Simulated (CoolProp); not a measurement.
Vapour-liquid equilibrium of isobutane (1) + n-butane (2) at -36.05 °C; x and y are mole fractions of (1).

Computed with CoolProp (multi-fluid Helmholtz-energy mixture model, Bücker 2006 and Bücker 2006; pair parameters Kunz 2012).

```csv
x,bubble pressure (MPa),y at the bubble point,dew pressure at overall composition x (MPa),liquid density (mol/L)
0.05,0.02147,0.082,0.02118,10.96
0.125,0.02256,0.194,0.02187,10.94
0.2,0.02364,0.296,0.02262,10.91
0.275,0.02471,0.389,0.02341,10.89
0.35,0.02578,0.474,0.02425,10.86
0.425,0.02684,0.553,0.02515,10.84
0.5,0.02790,0.625,0.02612,10.82
0.575,0.02896,0.692,0.02716,10.79
0.65,0.03002,0.755,0.02828,10.77
0.725,0.03108,0.814,0.02950,10.75
0.8,0.03213,0.869,0.03082,10.72
0.875,0.03319,0.921,0.03225,10.70
0.95,0.03425,0.969,0.03383,10.68
```

No azeotrope shows between x = 0.05 and 0.95.

Pair parameters are fitted to limited data, so mixtures are less certain than the pure fluids.
